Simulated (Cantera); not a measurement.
Input: 1 mol PH₃, 1.5 mol O₂, held at 75.0 Torr.

Method: chemical equilibrium by Gibbs-energy minimisation in Cantera with the NASA 1993 tables (ideal gas, pure condensed phases). Candidate condensed phases: H₂O, P, P₄O₁₀; 31 gas species. Ions and electrons are included (thermal ionisation). Gases not in the tables: HPO₂, HPO₃ and P₄O₆. Kinetics and transport are ignored. All values below are at 3477 °C.

Base state: H 0.455, O 0.310, PO 0.146, OH 0.0246, H₂ 0.0206, P 0.0197, O₂ 0.0122, PO₂ 0.00901 (mole fractions); condensed: gas only.

**Question.** What changes in the equilibrium state with this change: O₂ from 1.5 to 0.36 mol?

**Answer.** 
```
species    before     after
-------  --------  --------
H           0.455     0.659
PO          0.146     0.125
P          0.0197     0.112
O           0.310    0.0466
O₂         0.0122  0.000275
OH         0.0246   0.00534
H₂         0.0206    0.0432
P₂       0.000170   0.00555
PH       0.000116  0.000961
PO₂       0.00901   0.00116
H₂O       0.00213  0.000669
```

**Question.** What changes in the equilibrium state with this change: PH₃ replaced by H₂O?

**Answer.** 
```csv
species,before,after
O,0.310,0.602
H,0.455,0.309
O₂,0.0122,0.0458
PO,0.146,0
P,0.0197,0
H₂,0.0206,0.00948
OH,0.0246,0.0324
PO₂,0.00901,0
P₂,0.000170,0
PH,0.000116,0
H₂O,0.00213,0.00190
```
